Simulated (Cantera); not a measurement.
A closed system holds: 1 mol SiO2, 4 mol CH4, 1.3 mol CO, 1.2 mol C, held at 0.170 bar.

These are equilibrium values from Cantera (NASA tables, ideal gas, pure condensed phases), not measurements of a reactor. Candidate condensed phases: C, C6H6, C7H8, C8H18, H2O, Si, SiC, SiO2; 123 gas species. The tables hold silica as quartz up to 1696 K and as liquid above; real silica turns to tridymite and cristobalite and melts near 1996 K. Gases not in the tables: Si2H6 and higher silanes. Equilibrium is a limit: real reactors are often held back by kinetics, nucleation or transport.

Problem. What share of the Si ends up in condensed phases as a function of T (K), at 1000, 1150, 1300, 1450, 1600, 1750, 1900, 2050, 2200, 2350?

Solution. 
```csv
T (K),Si condensed (%),as
1000,100.0,SiO2(β-quartz)
1150,100.0,SiO2(β-quartz)
1300,100.0,SiO2(β-quartz)
1450,100.0,SiO2(β-quartz)
1600,99.0,SiC(s)
1750,98.4,SiC(s)
1900,97.6,SiC(s)
2050,96.5,SiC(s)
2200,95.0,SiC(s)
2350,91.6,SiC(s)
```
